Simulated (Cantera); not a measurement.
**Gas-phase reforming**

An isothermal, constant-pressure homogeneous reactor starts with 51.3 % CH4, 48.7 % H2O, at 1673 K and 1500 Torr.

Model: GRI-Mech 3.0 (53 species, 325 reactions), integrated in Cantera.

```
t (s)       x CH4    x H2O    x C2H6      x CO      x H2
--------  -------  -------  --------  --------  --------
3.00e-5     0.511    0.487  0.000225   3.35e-8  0.000662
0.000194    0.502    0.486   0.00232   1.00e-5   0.00707
0.00125     0.421    0.463   0.00240  0.000417    0.0809
0.00805     0.229    0.393  0.000450   0.00322     0.281
0.0520     0.0751    0.314   5.07e-5    0.0208     0.457
0.335      0.0476    0.197   2.18e-5    0.0911     0.567
2.16       0.0316   0.0725   8.79e-6     0.186     0.673
14.0       0.0162   0.0157   2.23e-6     0.233     0.726
90.0      0.00947  0.00111   7.53e-7     0.245     0.742
```
x: mole fraction; the columns are a selection and need not sum to one.

Equilibrium at this temperature and pressure: CH4 0.00886, H2O 3.05e-5, C2H6 6.59e-7, CO 0.246, H2 0.743 (gas phase only).
